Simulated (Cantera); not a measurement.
Cantera with NASA thermochemical tables; ideal gases at 1 bar, condensed phases pure. Values are per mole of reaction as written; species without (g) are pure solids or liquids, kept so even where they would boil at 1 bar.

Task: Between 448 and 648 K, where is each reaction favourable under standard conditions?
- 12 H(g) + P4O10 → 4 PH3(g) + 5 O2(g)

Result: 
- 12 H(g) + P4O10 → 4 PH3(g) + 5 O2(g): ΔG° is 304 kJ at 448 K and 275 kJ at 648 K; it stays positive (K < 1). ΔH° is 345 kJ and ΔS° 108 J/K at 648 K.
